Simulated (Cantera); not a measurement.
Feed: 1 mol Si, 1.5 mol HCl, 0.96 mol H2, held at 8.40 bar.

Method: chemical equilibrium by Gibbs-energy minimisation in Cantera with the NASA 1993 tables (ideal gas, pure condensed phases). Candidate condensed phases: Si; 19 gas species. The numbers say what is thermodynamically allowed, not how fast it happens.

### Question
At 575 K, list the 5 most abundant gas species with their mole fractions, and the condensed phases.

### Answer
H2 0.785, SiHCl3 0.108, SiCl4 0.102, SiH2Cl2 0.00528, SiH3Cl 4.91e-5. Condensed: Si(s).
